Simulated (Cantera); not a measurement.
An isothermal, constant-pressure homogeneous reactor starts with 26.3 % NO, 73.7 % N2, at 1775 K and 0.987 atm.

Computed with Cantera and GRI-Mech 3.0 (53 species, 325 reactions).

Predict: x(NO) at 9.00 s; x(NO2) at 9.00 s; x(N2O) at 9.00 s; x(O2) at 9.00 s; x(O) at 9.00 s.


```json
{
 "x(NO) at 9.00 s": "0.125 (gas-phase equilibrium 0.00316)",
 "x(NO2) at 9.00 s": "0.000190 (gas-phase equilibrium 6.56e-6)",
 "x(N2O) at 9.00 s": "6.43e-6 (gas-phase equilibrium 1.91e-7)",
 "x(O2) at 9.00 s": "0.0689 (gas-phase equilibrium 0.130)",
 "x(O) at 9.00 s": "2.56e-5 (gas-phase equilibrium 3.47e-5)"
}
```
